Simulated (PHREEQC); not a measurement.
A solution holds 0.016 mol CuSO4, 5.9e-05 mol HBF4 and 0.00015 mol H3BO3 per kg of water, at 20 °C. Closed to the air; pH follows from the charge balance.

Computed with PHREEQC (ion-association model, wateq4f.dat).

Each row changes one thing in this solution. Precipitation was switched off in this run.

```
case                                     pH  ionic strength (mol/kgw)  Cu+2 (mol/kgw)  SO4-2 (mol/kgw)  CuSO4 (mol/kgw)  F- (mol/kgw)  SI of Antlerite (Cu3(OH)4SO4)  SI of Chalcanthite (CuSO4:5H2O)
-------------------------------------  ----  ------------------------  --------------  ---------------  ---------------  ------------  -----------------------------  -------------------------------
as made                                3.91                    0.0426          0.0106           0.0106          0.00537      0.000192                          -1.76                            -1.90
diluted 5-fold with water              4.44                    0.0104         0.00260          0.00260         0.000595       4.39e-5                          -1.57                            -2.86
H3BO3 from 0.00015 to 0.0015 mol/kgw   3.91                    0.0426          0.0106           0.0106          0.00537      0.000191                          -1.76                            -1.90
HBF4 from 5.9e-05 to 0.000295 mol/kgw     …                    0.0430          0.0106           0.0105                …      0.000719                              …                            -1.91
diluted 10-fold with water             4.69                   0.00559         0.00139          0.00139                …       2.26e-5                          -1.48                            -3.32
diluted 100-fold with water            5.48                  0.000626        0.000155         0.000156          3.82e-6       2.34e-6                          -1.79                            -5.05
0.031 mol/kgw KCl added                3.90                         …          0.0114           0.0108          0.00427      0.000194                          -1.95                            -2.00
```

Question: Some entries are withheld; supply them.

Answer: 
- HBF4 from 5.9e-05 to 0.000295 mol/kgw, pH: 3.33
- HBF4 from 5.9e-05 to 0.000295 mol/kgw, CuSO4 (mol/kgw): 0.00530
- HBF4 from 5.9e-05 to 0.000295 mol/kgw, SI of Antlerite (Cu3(OH)4SO4): -4.08
- diluted 10-fold with water, CuSO4 (mol/kgw): 0.000206
- 0.031 mol/kgw KCl added, ionic strength (mol/kgw): 0.0756

Real BF4- forms and hydrolyses slowly; the run takes it at equilibrium.
